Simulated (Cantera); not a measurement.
Charge: 1 mol CH3OH, a varied amount of H2O, 5 mol N2, held at 302 °C and 1 atm.

Equilibrium computed with Cantera from the NASA thermochemical tables; the gas is ideal and each condensed phase is pure. Candidate condensed phases: C, C6H6, C7H8, C8H18, H2O; 136 gas species. Rates play no part.

Task: Which condensed phases are stable at each of these points (n(H2O) (mol)): 0.096, 0.14, 0.2, 0.29, 0.42, 0.6, 0.87, 1.3, 1.8, 2.6?

Result: 
```csv
n(H2O) (mol),condensed phases,C condensed (%)
0.096,C(graphite),29.3
0.14,C(graphite),27.8
0.2,C(graphite),25.7
0.29,C(graphite),22.6
0.42,C(graphite),18.0
0.6,C(graphite),11.4
0.87,C(graphite),1.5
1.3,gas only,0.0
1.8,gas only,0.0
2.6,gas only,0.0
```

From 0.096 mol H2O to 0.87 mol H2O the condensed part is C(graphite). From 1.3 mol H2O to 2.6 mol H2O nothing is condensed.
